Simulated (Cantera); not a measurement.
Feed: 1 mol Si, 2.2 mol O₂, 1.7 mol N₂, 0.0016 mol H₂O, at 0.133 bar.

Equilibrium computed with Cantera from the NASA thermochemical tables; the gas is ideal and each condensed phase is pure. Candidate condensed phases: H₂O, Si, SiO₂, Si₂N₂O, Si₃N₄; 35 gas species. The tables hold silica as quartz up to 1696 K and as liquid above; real silica turns to tridymite and cristobalite and melts near 1996 K. Kinetics and transport are ignored. All values below are at 1525 °C.

Base state: N₂ 0.583, O₂ 0.411, NO 0.00497, H₂O 0.000504, O 0.000210, OH 9.46e-5 (mole fractions); condensed: SiO₂(condensed).

**Question.** What changes in the equilibrium state with this change: O₂ from 2.2 to 0.55 mol?

**Answer.** 
```json
[
 {"species": "N₂", "before": "0.583", "after": "0.974"},
 {"species": "SiO", "before": "3.57e-9", "after": "0.0246"},
 {"species": "H₂", "before": "1.14e-7", "after": "0.00109"},
 {"species": "O₂", "before": "0.411", "after": "<1e-9"},
 {"species": "NO", "before": "0.00497", "after": "<1e-9"},
 {"species": "O", "before": "0.000210", "after": "<1e-9"},
 {"species": "OH", "before": "9.46e-5", "after": "1.34e-9"},
 {"species": "SiO₂(condensed), mol", "before": "1.00", "after": "0.389"},
 {"species": "Si₂N₂O(s), mol", "before": "0", "after": "0.288"}
]
```
Mutual solubility and eutectic melting of coexisting phases are not modelled.
